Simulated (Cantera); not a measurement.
A closed system holds: 1 mol Si(CH3)4, a varied amount of H2, 0.0035 mol C3H8, held at 2025 K and 133 Pa.

Equilibrium computed with Cantera from the NASA thermochemical tables; the gas is ideal and each condensed phase is pure. Candidate condensed phases: C, C6H6, C7H8, C8H18, Si, SiC; 87 gas species. Equilibrium is a limit: real reactors are often held back by kinetics, nucleation or transport.

**Question.** Which condensed phases are stable at each of these points (n(H2) (mol)): 93, 130, 160, 200, 230, 260, 300, 330, 370, 400, 440, 470, 500?

**Answer.** 
```tsv
n(H2) (mol)	condensed phases	Si condensed (%)
93	C(graphite) + SiC(s)	69.7
130	C(graphite) + SiC(s)	58.4
160	C(graphite) + SiC(s)	49.2
200	C(graphite) + SiC(s)	36.9
230	C(graphite) + SiC(s)	27.7
260	C(graphite) + SiC(s)	18.5
300	C(graphite) + SiC(s)	6.3
330	C(graphite)	0.0
370	C(graphite)	0.0
400	C(graphite)	0.0
440	C(graphite)	0.0
470	C(graphite)	0.0
500	C(graphite)	0.0
```

From 93 mol H2 to 300 mol H2 the condensed part is C(graphite) + SiC(s). From 330 mol H2 to 500 mol H2 the condensed part is C(graphite).
